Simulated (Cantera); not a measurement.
Input (Python, Cantera) and output of one run.

```python
import numpy as np
import cantera as ct

gas_names = """
    H HO2 H2 H2O H2O2 H2S H2SO4 O OH O2 O3 S SH SO SO2 SO3 S2 S2O S8
""".split()
cond_names = """
    H2O(s) H2O(L) H2SO4(L) S(cr1) S(cr2) S(L)
""".split()


# ... load() reads the species with a 1 bar reference pressure and builds the phases ...
atoms = {
    'H2O': {'H': 2, 'O': 1},
    'SO2': {'S': 1, 'O': 2},
    'O2': {'O': 2},
}
top_T = {}  # K; cautious upper limits of use, not melting points


# ... equilibrate(T, P, feed) seeds the gas with the atoms and calls Mixture.equilibrate('TP', solver="vcs", rtol=1e-11, max_steps=5000) ...
results = []
feed = {'H2O': 1, 'SO2': 0.12, 'O2': 0.039}  # mol
T = 700  # K
P = 1000  # Pa
mix = equilibrate(T, P, feed)
results.append((T, P, feed, dict(zip(mix.species_names, mix.species_moles))))
print(gas.report(threshold=0.0001))
for i in range(1, mix.n_phases):
    print(f"{mix.phase(i).name:16s} {mix.phase_moles(i):12.5e} mol")
```

It prints:

```
       temperature   700 K
          pressure   1000 Pa
           density   0.0041243 kg/m^3
  mean mol. weight   24.004 kg/kmol
   phase of matter   gas

                          1 kg             1 kmol
                     ---------------   ---------------
          enthalpy       -9.9321e+06       -2.3841e+08  J
   internal energy       -1.0175e+07       -2.4423e+08  J
           entropy             11221        2.6935e+05  J/K
    Gibbs function       -1.7787e+07       -4.2696e+08  J
 heat capacity c_p            1674.6             40197  J/K
 heat capacity c_v            1328.2             31883  J/K

                      mass frac. Y      mole frac. X     chem. pot. / RT
                     ---------------   ---------------   ---------------
               H2O           0.66825           0.89041            -70.14
             H2SO4          0.001151        0.00028171           -178.32
                O2           0.00361         0.0027081           -36.209
               SO2           0.11429          0.042825           -90.078
               SO3            0.2127          0.063776           -108.18
     [  +14 minor]        6.0671e-11        8.5579e-11

H2SO4(L)          0.00000e+00 mol
S(L)              0.00000e+00 mol
```

Method: chemical equilibrium by Gibbs-energy minimisation in Cantera with the NASA 1993 tables (ideal gas, pure condensed phases).
